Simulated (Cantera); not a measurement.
**Adiabatic ignition**

An adiabatic, constant-volume homogeneous reactor starts with CH₃OH : O₂ : N₂ : CO₂ = 1 : 2.54 : 9.56 : 0.59 (molar parts), equivalence ratio 0.59, at 1325 K and 10.0 bar.

Detailed kinetics in Cantera: GRI-Mech 3.0 (53 species, 325 reactions). GRI-Mech 3.0 was tuned for natural gas; its chemistry of methanol as a main component is partial and can be far from experiment.

```csv
t (s),T (K),P (bar),x CH₃OH,x O₂,x H,x NO,x H₂O,x HCO,x CH₂O
2.00e-6,1325,10.0,0.0730,0.186,3.78e-9,<1e-12,9.30e-7,2.79e-12,1.33e-6
5.51e-6,1325,10.0,0.0730,0.186,4.10e-9,<1e-12,2.61e-6,8.99e-12,4.07e-6
1.52e-5,1325,10.0,0.0730,0.186,4.79e-9,<1e-12,7.52e-6,3.14e-11,1.27e-5
4.18e-5,1325,10.0,0.0730,0.185,8.06e-9,<1e-12,2.64e-5,1.48e-10,4.57e-5
0.000115,1326,10.0,0.0726,0.185,3.78e-8,<1e-12,0.000225,2.24e-9,0.000351
0.000317,2663,21.0,<1e-12,0.0730,0.000400,0.00126,0.133,6.66e-9,8.01e-11
0.000875,2649,20.9,<1e-12,0.0694,0.000373,0.00868,0.134,6.08e-9,7.46e-11
0.00241,2638,20.8,<1e-12,0.0666,0.000355,0.0142,0.134,5.68e-9,7.06e-11
0.00664,2637,20.8,<1e-12,0.0663,0.000352,0.0149,0.134,5.63e-9,7.02e-11
0.0183,2637,20.8,<1e-12,0.0663,0.000352,0.0149,0.134,5.63e-9,7.02e-11
0.0504,2637,20.8,<1e-12,0.0663,0.000352,0.0149,0.134,5.63e-9,7.02e-11
0.139,2637,20.8,<1e-12,0.0663,0.000352,0.0149,0.134,5.63e-9,7.02e-11
0.383,2637,20.8,<1e-12,0.0663,0.000352,0.0149,0.134,5.63e-9,7.02e-11
1.05,2637,20.8,<1e-12,0.0663,0.000352,0.0149,0.134,5.63e-9,7.02e-11
2.90,2637,20.8,<1e-12,0.0663,0.000352,0.0149,0.134,5.63e-9,7.02e-11
8.00,2637,20.8,<1e-12,0.0663,0.000352,0.0149,0.134,5.63e-9,7.02e-11
```
x: mole fraction; the columns are a selection and need not sum to one.

- time of steepest temperature rise = 0.251 ms
- temperature at 8.00 s = 2637 K
- equilibrium temperature = 2637 K
- x(CH₃OH) at 8.00 s = <1e-12 (gas-phase equilibrium <1e-12)
- x(O₂) at 8.00 s = 0.0663 (gas-phase equilibrium 0.0663)
- x(H) at 8.00 s = 0.000352 (gas-phase equilibrium 0.000352)
